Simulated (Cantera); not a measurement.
Input (Python, Cantera):

```python
import numpy as np
import cantera as ct

gas = ct.Solution("h2o2.yaml")
gas.TPX = 650, 97000, {'H2': 1, 'O2': 0.455, 'N2': 1.71}
flame = ct.FreeFlame(gas, width=0.041)
flame.set_refine_criteria(ratio=3, slope=0.08, curve=0.16)
flame.transport_model = "unity-Lewis-number"
flame.solve(loglevel=0, auto=True)
z, T = flame.grid, flame.T
thick = (T[-1] - T[0]) / np.gradient(T, z).max()
show = ['H2', 'O2', 'H2O', 'H', 'O', 'OH']
print(f"laminar burning velocity  {flame.velocity[0] * 100:.3f} cm/s")
print(f"burnt temperature         {T[-1]:.1f} K")
print(f"thermal thickness         {thick * 1e3:.4f} mm")
print(f"grid points               {len(z)}")
z0 = z[flame.heat_release_rate.argmax()]
print(f"{'z/mm':>9s}{'T/K':>9s}{'u/(m/s)':>9s}" + "".join(f"{s:>11s}" for s in show))
rows = []
for k in (-3, -2, -1.5, -1, -0.5, -0.25, 0, 0.25, 0.5, 1, 2, 4, 8):
    zz = z0 + k * thick
    rows.append([k * thick, np.interp(zz, z, T), np.interp(zz, z, flame.velocity),
                 *(np.interp(zz, z, flame.X[gas.species_index(s)]) for s in show)])
    print(f"{rows[-1][0] * 1e3:9.3f}{rows[-1][1]:9.1f}{rows[-1][2]:9.3f}" + "".join(f"{x:11.3e}" for x in rows[-1][3:]))
```

Result:

```
laminar burning velocity  596.563 cm/s
burnt temperature         2570.0 K
thermal thickness         0.3885 mm
grid points               122
     z/mm      T/K  u/(m/s)         H2         O2        H2O          H          O         OH
   -1.166    650.0    5.966  3.160e-01  1.438e-01  6.657e-09  1.141e-14  2.720e-14  1.282e-15
   -0.777    650.0    5.966  3.160e-01  1.438e-01  1.716e-07  2.499e-12  6.156e-12  2.901e-13
   -0.583    650.0    5.966  3.160e-01  1.438e-01  1.621e-06  7.717e-11  1.878e-10  8.874e-12
   -0.389    650.3    5.968  3.159e-01  1.437e-01  3.160e-05  1.096e-08  1.909e-08  9.833e-10
   -0.194    672.7    6.165  3.134e-01  1.424e-01  2.903e-03  6.265e-05  1.162e-05  1.131e-05
   -0.097    868.2    7.860  2.846e-01  1.287e-01  3.287e-02  5.005e-03  4.724e-04  4.864e-04
    0.000   1318.4   11.604  1.579e-01  7.249e-02  1.435e-01  5.152e-02  6.539e-03  4.690e-03
    0.097   1609.0   13.881  7.376e-02  3.152e-02  2.178e-01  7.711e-02  1.301e-02  1.195e-02
    0.194   1753.9   14.959  6.381e-02  2.330e-02  2.342e-01  6.873e-02  1.330e-02  1.529e-02
    0.389   1915.3   16.122  6.318e-02  1.941e-02  2.456e-01  5.366e-02  1.133e-02  1.770e-02
    0.777   2083.4   17.296  6.154e-02  1.573e-02  2.588e-01  3.903e-02  8.658e-03  1.898e-02
    1.554   2244.3   18.384  5.789e-02  1.201e-02  2.734e-01  2.665e-02  5.972e-03  1.873e-02
    3.108   2384.2   19.304  5.291e-02  8.560e-03  2.881e-01  1.732e-02  3.735e-03  1.696e-02
```

Computed with Cantera and the H2/O2 subset of GRI-Mech 3.0, which has no nitrogen chemistry. Unity Lewis numbers drop preferential diffusion, which matters most where H2 and H carry the flame. Burning velocities carry a grid error of a few per cent, more on coarse grids.
